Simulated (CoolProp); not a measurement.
trans-2-butene along the isobar 2320 kPa: Z from the reference equation and from simpler models built on Tc = 155.5 °C, pc = 4019 kPa, ω = 0.210; each cubic takes its own stable root.

The numbers come from the reference Helmholtz-energy equation of state, Lemmon 2005 in CoolProp. It is a short technical equation, of lower accuracy than the large ones.

```tsv
T (°C)	phase	reference	Redlich-Kwong	Soave-Redlich-Kwong
95.05	liquid	0.08430	(withheld)	(withheld)
104.05	liquid	0.08514	0.1032	0.09877
113.05	liquid	0.08657	0.1071	0.1021
131.15	gas	0.6759	0.7044	0.6942
140.15	gas	0.7121	0.7312	0.7257
149.15	gas	0.7410	0.7540	0.7520
158.15	gas	0.7652	0.7736	0.7743
167.25	gas	(withheld)	(withheld)	(withheld)
176.25	gas	0.8037	(withheld)	0.8111
185.25	gas	0.8193	0.8198	0.8263
```

Task: Complete the blanks.

Result: 
- 95.05, Redlich-Kwong: 0.1007
- 95.05, Soave-Redlich-Kwong: 0.09657
- 167.25, reference: 0.7859
- 167.25, Redlich-Kwong: 0.7910
- 167.25, Soave-Redlich-Kwong: 0.7940
- 176.25, Redlich-Kwong: 0.8062
